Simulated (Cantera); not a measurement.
Feed: 1 mol borazine, 5.6 mol O2, 0.17 mol H2.

Equilibrium computed with Cantera from the NASA thermochemical tables; the gas is ideal and each condensed phase is pure. Candidate condensed phases: B, BN, B2O3, B3O3H3, H2O; 39 gas species. The feed counts by its element totals alone. Equilibrium is a limit: real reactors are often held back by kinetics, nucleation or transport.

Stable condensed phases, one row left out:

```
T in °C \ P in Pa
             10     28     77    220    600   1700   4600  13000  36000 100000
   1877       A      A      A      A      A      A      A      A      A      A
   1802       A      A      A      A      A      A      A      A      A      A
   1727       A      A      A      A      A      A      A      A      A      A
   1652       A      A      A      A      A      A      A      A      A      B
   1577       A      A      A      A      A      A      A      A      B      B
   1502       A      A      A      A      A      A      A      B      B      B
   1427       A      A      A      A      A      A      B      B      B      B
   1352       A      A      A      A      A      B      B      B      B      B
   1277       A      A      A      A      B      B      B      B      B      B
   1127       A      B      B      B      B      B      B      B      B      B
   1052       B      B      B      B      B      B      B      B      B      B
    977       B      B      B      B      B      B      B      B      B      B
```

A: gas only; B: B2O3.

Task: Give the row for 1202 °C.

Result: 10: gas only; 28: gas only; 77: B2O3; 220: B2O3; 600: B2O3; 1700: B2O3; 4600: B2O3; 13000: B2O3; 36000: B2O3; 100000: B2O3.
